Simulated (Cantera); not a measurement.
Input: 1 mol B, 0.28 mol HCl, 1.3 mol O₂, held at 1400 K and 19.5 Torr.

Method: chemical equilibrium by Gibbs-energy minimisation in Cantera with the NASA 1993 tables (ideal gas, pure condensed phases). Candidate condensed phases: B, B₂O₃, B₃O₃H₃, H₂O; 33 gas species. The tables' values for BOCl are old estimates; treat these amounts as uncertain. Gases not in the tables: H₃BO₃. Rates play no part.

Base state: O₂ 0.647, HCl 0.278, H₂O 0.0249, Cl 0.0234, Cl₂ 0.0177, HBO₂ 0.00914, B₂O₃ 9.24e-5, ClO 8.56e-5 (mole fractions); condensed: B₂O₃(l).

Task: What changes in the equilibrium state with this change: pressure from 19.5 Torr to 3000 Torr?

Result: 
| species | before | after |
|---|---|---|
| O₂ | 0.647 | 0.651 |
| HCl | 0.278 | 0.225 |
| H₂O | 0.0249 | 0.0603 |
| Cl₂ | 0.0177 | 0.0593 |
| Cl | 0.0234 | 0.00346 |
| HBO₂ | 0.00914 | 0.00115 |
| B₂O₃ | 9.24e-5 | 6.01e-7 |
| (HBO₂)₃ | 3.84e-6 | 0.000180 |
| BO₂ | 2.32e-5 | 5.32e-7 |
| BOCl | 4.27e-5 | 1.79e-6 |
| HOCl | 1.04e-5 | 0.000104 |
| B₂O₃(l), mol | 0.496 | 0.499 |
